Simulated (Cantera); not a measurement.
Mixture: CH4 : O2 : N2 = 1 : 3.08 : 16.3 (molar parts), at 1.40 bar, adiabatic and at constant pressure. Ignition delay is the time to a rise of 400 K.

Computed with Cantera and GRI-Mech 3.0 (53 species, 325 reactions).

Q: Predict: delay at 1125 K; delay at 1325 K; delay at 1525 K; delay at 1725 K; apparent activation energy between 1625 and 1825 K.

A: 
- delay at 1125 K = 0.112 s
- delay at 1325 K = 7.21 ms
- delay at 1525 K = 0.803 ms
- delay at 1725 K = 0.161 ms
- apparent activation energy between 1625 and 1825 K = 170 kJ/mol
